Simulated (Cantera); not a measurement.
A perfectly stirred reactor is fed with 24.5 % CH₄, 71.1 % H₂O, 4.41 % H₂, at 240000 Pa; it is held at 1850 K, and followed from long to short residence time.

Detailed kinetics in Cantera: GRI-Mech 3.0 (53 species, 325 reactions).

Predict: x(CH₄) at τ = 0.740 s; x(H₂O) at τ = 0.740 s; x(H₂) at τ = 0.740 s; x(C₂H) at τ = 0.740 s; x(CH₂O) at τ = 0.740 s; x(CH₄) at τ = 11.0 ms; x(H₂O) at τ = 11.0 ms; x(H₂) at τ = 11.0 ms; x(C₂H) at τ = 11.0 ms; x(CH₂O) at τ = 11.0 ms.


```json
{
 "x(CH₄) at τ = 0.740 s": "0.00793",
 "x(H₂O) at τ = 0.740 s": "0.313",
 "x(H₂) at τ = 0.740 s": "0.521",
 "x(C₂H) at τ = 0.740 s": "1.52e-8",
 "x(CH₂O) at τ = 0.740 s": "5.92e-7",
 "x(CH₄) at τ = 11.0 ms": "0.0512",
 "x(H₂O) at τ = 11.0 ms": "0.507",
 "x(H₂) at τ = 11.0 ms": "0.342",
 "x(C₂H) at τ = 11.0 ms": "2.79e-7",
 "x(CH₂O) at τ = 11.0 ms": "9.26e-6"
}
```
